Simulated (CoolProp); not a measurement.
Propylene glycol along the isotherm 620 K: fugacity coefficient from the reference equation and from simpler models built on Tc = 674.0 K, pc = 7.292 MPa, ω = 0.327; each cubic takes its own stable root.

The numbers come from the reference Helmholtz-energy equation of state, Eisenbach 2021 in CoolProp.

| p (MPa) | phase | reference | van der Waals | Redlich-Kwong | Peng-Robinson |
|---|---|---|---|---|---|
| 1.66 | gas | 0.8974 | 0.9178 | 0.9028 | 0.8900 |
| 3.31 | liquid | 0.7816 | 0.8357 | 0.8076 | 0.7838 |
| 4.97 | liquid | 0.5398 | … | 0.6748 | 0.6004 |
| 6.63 | liquid | 0.4195 | 0.6055 | 0.5277 | 0.4662 |
| 8.29 | liquid | 0.3476 | 0.5110 | 0.4396 | 0.3859 |
| 9.94 | liquid | 0.3002 | 0.4488 | 0.3813 | 0.3328 |
| 11.6 | liquid | 0.2664 | 0.4046 | 0.3396 | 0.2947 |
| 13.3 | liquid | 0.2407 | … | 0.3079 | 0.2657 |
| 14.9 | liquid | 0.2220 | 0.3473 | 0.2849 | 0.2446 |
| 16.6 | liquid | 0.2064 | 0.3274 | 0.2655 | 0.2268 |
| 18.2 | liquid | 0.1945 | 0.3125 | … | … |

### Question
What belongs in the gaps?

### Answer

- 4.97, van der Waals: 0.7495
- 13.3, van der Waals: 0.3712
- 18.2, Redlich-Kwong: 0.2507
- 18.2, Peng-Robinson: 0.2132

At some of these states van der Waals, Redlich-Kwong, Peng-Robinson gives the other phase, because its saturation line lies elsewhere.
